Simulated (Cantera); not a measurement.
**Reactions in the system Cl-F-H-Mg**

Standard-state values (1 bar) from the NASA 1993 polynomials, evaluated with Cantera. Values are per mole of reaction as written; species without (g) are pure solids or liquids, kept so even where they would boil at 1 bar.

2 HCl(g) + Mg + 2 F(g) ⇌ MgCl2(g) + 2 HF(g)

```csv
T (K),ΔH° (kJ),ΔS° (J/K),ΔG° (kJ),log10 K,condensed phases
873,-919.0,-112.6,-820.6,49.10,Mg(s)
898,-919.3,-113.1,-817.8,47.57,Mg(s)
923,-919.7,-113.5,-815.0,46.12,Mg(s)
948,-928.6,-123.1,-811.9,44.73,Mg(l)
973,-929.0,-123.6,-808.8,43.42,Mg(l)
998,-929.5,-124.0,-805.7,42.17,Mg(l)
1023,-929.9,-124.5,-802.6,40.98,Mg(l)
1048,-930.4,-124.9,-799.5,39.85,Mg(l)
1073,-930.8,-125.3,-796.4,38.77,Mg(l)
1098,-931.3,-125.7,-793.2,37.74,Mg(l)
1123,-931.7,-126.1,-790.1,36.75,Mg(l)
```
